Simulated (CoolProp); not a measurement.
Vapour-liquid equilibrium of hydrogen sulfide (1) + benzene (2) at 295.7 K; x and y are mole fractions of (1).

The numbers come from the multi-fluid Helmholtz-energy mixture model, Lemmon 2006 and Thol 2012; pair parameters Bell 2016 in CoolProp.

Task: Give the bubble pressure and the first vapour's composition at x = 0.2, 0.35, 0.95. Is there an azeotrope?

Result: x = 0.2: 349.6 kPa, y = 0.971; x = 0.35: 601.2 kPa, y = 0.985; x = 0.95: 1783 kPa, y = 0.999. No azeotrope shows between x = 0.05 and 0.95.

Pair parameters are fitted to limited data, so mixtures are less certain than the pure fluids.
